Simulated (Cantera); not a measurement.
A Cantera script and what it prints.

```python
import numpy as np
import cantera as ct

gas_names = """
    CL CL2 H HCL H2 Si SiCL SiCL2 SiCL3 SiCL4 SiH SiHCL3 SiH2 SiH2CL2 SiH3 SiH3CL SiH4 Si2 Si3
""".split()
cond_names = """
    Si(cr) Si(L)
""".split()


# ... load() reads the species with a 1 bar reference pressure and builds the phases ...
atoms = {
    'SiCl4': {'Si': 1, 'CL': 4},
    'Cl2': {'CL': 2},
    'H2': {'H': 2},
    'HCl': {'H': 1, 'CL': 1},
}
top_T = {}  # K; cautious upper limits of use, not melting points


# ... equilibrate(T, P, feed) seeds the gas with the atoms and calls Mixture.equilibrate('TP', solver="vcs", rtol=1e-11, max_steps=5000) ...
results = []
feed = {'SiCl4': 1, 'Cl2': 2.5, 'H2': 8.4, 'HCl': 0.72}  # mol
P = 101325  # Pa
for T in [750, 825, 900, 975, 1050, 1125, 1200, 1275, 1350, 1425, 1500]:
    mix = equilibrate(T, P, feed)
    results.append((T, P, feed, dict(zip(mix.species_names, mix.species_moles))))
    x = sorted(zip(gas.X, gas.species_names), reverse=True)
    print(f"T = {T:g} K  P = {P:g} Pa  gas = {mix.phase_moles(0):.4g} mol")
    print("   x: " + "  ".join(f"{s} {v:.3e}" for v, s in x if v > 0.0001))
    print("   condensed (mol): " + ("  ".join(f"{mix.phase(i).name} {mix.phase_moles(i):.4g}"
          for i in range(1, mix.n_phases) if mix.phase_moles(i) > 1e-12) or "none"))
```

Output:

```
T = 750 K  P = 101325 Pa  gas = 12.62 mol
   x: H2 4.675e-01  HCL 4.533e-01  SiCL4 7.920e-02
   condensed (mol): none
T = 825 K  P = 101325 Pa  gas = 12.62 mol
   x: H2 4.674e-01  HCL 4.533e-01  SiCL4 7.914e-02  SiHCL3 1.009e-04
   condensed (mol): none
T = 900 K  P = 101325 Pa  gas = 12.62 mol
   x: H2 4.673e-01  HCL 4.535e-01  SiCL4 7.901e-02  SiHCL3 2.312e-04
   condensed (mol): none
T = 975 K  P = 101325 Pa  gas = 12.62 mol
   x: H2 4.670e-01  HCL 4.537e-01  SiCL4 7.877e-02  SiHCL3 4.635e-04
   condensed (mol): none
T = 1050 K  P = 101325 Pa  gas = 12.62 mol
   x: H2 4.666e-01  HCL 4.541e-01  SiCL4 7.836e-02  SiHCL3 8.359e-04
   condensed (mol): none
T = 1125 K  P = 101325 Pa  gas = 12.62 mol
   x: H2 4.660e-01  HCL 4.548e-01  SiCL4 7.770e-02  SiHCL3 1.383e-03  SiCL3 1.457e-04
   condensed (mol): none
T = 1200 K  P = 101325 Pa  gas = 12.62 mol
   x: H2 4.650e-01  HCL 4.558e-01  SiCL4 7.661e-02  SiHCL3 2.126e-03  SiCL3 4.563e-04
   condensed (mol): none
T = 1275 K  P = 101325 Pa  gas = 12.63 mol
   x: H2 4.633e-01  HCL 4.575e-01  SiCL4 7.475e-02  SiHCL3 3.056e-03  SiCL3 1.227e-03  SiCL2 1.310e-04
   condensed (mol): none
T = 1350 K  P = 101325 Pa  gas = 12.65 mol
   x: HCL 4.605e-01  H2 4.604e-01  SiCL4 7.151e-02  SiHCL3 4.094e-03  SiCL3 2.869e-03  SiCL2 5.741e-04
   condensed (mol): none
T = 1425 K  P = 101325 Pa  gas = 12.68 mol
   x: HCL 4.660e-01  H2 4.551e-01  SiCL4 6.592e-02  SiCL3 5.816e-03  SiHCL3 5.037e-03  SiCL2 2.018e-03
   condensed (mol): none
T = 1500 K  P = 101325 Pa  gas = 12.76 mol
   x: HCL 4.755e-01  H2 4.461e-01  SiCL4 5.706e-02  SiCL3 1.007e-02  SiCL2 5.640e-03  SiHCL3 5.545e-03
   condensed (mol): none
```

Equilibrium computed with Cantera from the NASA thermochemical tables; the gas is ideal and each condensed phase is pure. The tables' values for SiCl3 are old estimates; treat these amounts as uncertain.
